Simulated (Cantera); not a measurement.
Feed: 1 mol Si₂Cl₆, 0.0035 mol Cl₂, 17 mol H₂, at 0.170 bar.

Points: T (K) = 825, 875, 925, 975, 1025, 1075, 1125, 1175, 1225, 1275, 1325, 1375, 1425.

Cantera's Mixture.equilibrate('TP', solver="vcs", rtol=1e-11, max_steps=5000) on the NASA tables stopped like this:

```
ERROR: FAILURE its = 5001!

*******************************************************************************
CanteraError thrown by MultiPhase::equilibrate:
VCS solver failed. Return code: -1
*******************************************************************************
```

Task: What got this run through?

Result: This is not unique; one that fits is The failure is numerical, not chemical. The same input converged with solver="gibbs", rtol=1e-10, max_steps=50000, and the result passed a check of the equilibrium conditions:
```
log10 of partial pressures in bar; condensed amounts in mol
       T/K        H2       HCL     SiCL4     SiCL2    SiHCL3     SiCL3   SiH2CL2    Si(cr)
       825    -0.811    -3.354    -1.986    -5.853    -2.350    -4.892    -3.789    0.3802
       875    -0.812    -3.098    -1.987    -5.279    -2.361    -4.514    -3.774    0.3917
       925    -0.813    -2.871    -1.991    -4.769    -2.373    -4.180    -3.763    0.4078
       975    -0.814    -2.669    -1.999    -4.315    -2.387    -3.883    -3.756    0.4294
      1025    -0.817    -2.489    -2.012    -3.910    -2.406    -3.621    -3.754    0.4567
      1075    -0.820    -2.329    -2.033    -3.547    -2.429    -3.390    -3.758    0.4884
      1125    -0.824    -2.187    -2.064    -3.225    -2.461    -3.190    -3.769    0.5216
      1175    -0.829    -2.063    -2.111    -2.939    -2.504    -3.020    -3.790    0.5514
      1225    -0.835    -1.956    -2.178    -2.690    -2.563    -2.883    -3.823    0.5711
      1275    -0.843    -1.867    -2.273    -2.478    -2.643    -2.782    -3.871    0.5745
      1325    -0.850    -1.795    -2.403    -2.303    -2.748    -2.720    -3.937    0.5587
      1375    -0.857    -1.742    -2.572    -2.166    -2.883    -2.700    -4.023    0.5267
      1425    -0.863    -1.704    -2.781    -2.066    -3.047    -2.721    -4.128    0.4871
```

The gas is ideal and each condensed phase is pure. The feed counts by its element totals alone. The tables' values for SiCl3 are old estimates; treat these amounts as uncertain.
